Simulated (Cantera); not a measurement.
A Cantera script and what it prints.

```python
import numpy as np
import cantera as ct

gas_names = """
    F F2 N NF NF2 NF3 N2 Si SiF SiF2 SiF3 SiF4 SiN Si2 Si2N Si3
""".split()
cond_names = """
    Si(cr) Si(L) Si3N4(a)
""".split()


# ... load() reads the species with a 1 bar reference pressure and builds the phases ...
atoms = {
    'Si': {'Si': 1},
    'F2': {'F': 2},
    'N2': {'N': 2},
}
top_T = {'Si3N4(a)': 2400}  # K; cautious upper limits of use, not melting points


# ... equilibrate(T, P, feed) seeds the gas with the atoms and calls Mixture.equilibrate('TP', solver="vcs", rtol=1e-11, max_steps=5000) ...
results = []
T = 923  # K
P = 230  # Pa
for m in [0.53, 0.72, 0.99, 1.4, 1.9, 2.5, 3.5, 4.8, 6.5]:
    feed = {'Si': 1, 'F2': m, 'N2': 3.2}  # mol
    mix = equilibrate(T, P, feed)
    results.append((T, P, feed, dict(zip(mix.species_names, mix.species_moles))))

top = {s: max(r[3][s] / sum(r[3][g] for g in gas_names) for r in results) for s in gas_names}
cols = sorted((s for s in top if top[s] > 1e-06), key=lambda s: -top[s])[:8]
seen = [c for c in cond_names if any(r[3].get(c, 0) > 1e-12 for r in results)]
print("log10 of partial pressures in bar; condensed amounts in mol")
print(f"{'n(F2)':>10s}" + "".join(f"{s[:9]:>10s}" for s in cols + seen))
for T, P, feed, n in results:
    ng = sum(n[g] for g in gas_names)
    print(f"{feed['F2']:10.4g}" + "".join(f"{np.log10(max(n[s] / ng * P / 1e5, 1e-99)):10.3f}" for s in cols)
          + "".join(f"{n.get(c, 0):10.4g}" for c in seen))
```

Output:

```
log10 of partial pressures in bar; condensed amounts in mol
     n(F2)        N2         F      SiF4        F2       NF3      SiF3  Si3N4(a)
      0.53    -2.679   -21.642    -3.689   -40.550   -61.990    -8.130     0.245
      0.72    -2.691   -21.616    -3.578   -40.499   -61.920    -8.045    0.2133
      0.99    -2.708   -21.592    -3.470   -40.450   -61.855    -7.961    0.1683
       1.4    -2.729   -21.568    -3.361   -40.403   -61.795    -7.877       0.1
       1.9    -2.752   -21.551    -3.275   -40.368   -61.753    -7.808   0.01666
       2.5    -2.838    -3.477    -3.343    -4.220    -7.575   -25.950         0
       3.5    -2.952    -3.205    -3.457    -3.676    -6.816   -26.336         0
       4.8    -3.062    -3.092    -3.567    -3.451    -6.534   -26.558         0
       6.5    -3.172    -3.027    -3.677    -3.321    -6.394   -26.733         0
```

Equilibrium computed with Cantera from the NASA thermochemical tables; the gas is ideal and each condensed phase is pure. N2 is the only nitrogen source here; it is nearly inert below about 1500 K, so the nitride shown seldom forms there in practice.
